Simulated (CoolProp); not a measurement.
The fluid at 293.15 K and 8.12 MPa is throttled through a valve to 3.87 MPa with no heat exchange. The same conditions are run with several fluids, on thermodynamics alone (safety and materials aside).

Values from CoolProp's reference Helmholtz-energy equation of state of each fluid (carbon dioxide: Span 1996; C3F8 (R218): Lemmon 2006; dodecamethylcyclohexasiloxane (D6): Colonna 2008; ethanol: Schroeder 2014; R115: Lemmon 2016).

```csv
fluid,temperature change (K),final phase,final density (kg/m³)
carbon dioxide,-16.0,"two-phase, vapour fraction 0.168",411
C3F8 (R218),+0.2,liquid,1390
dodecamethylcyclohexasiloxane (D6),+1.9,liquid,981
ethanol,+1.5,liquid,791
R115,+0.4,liquid,1340
```
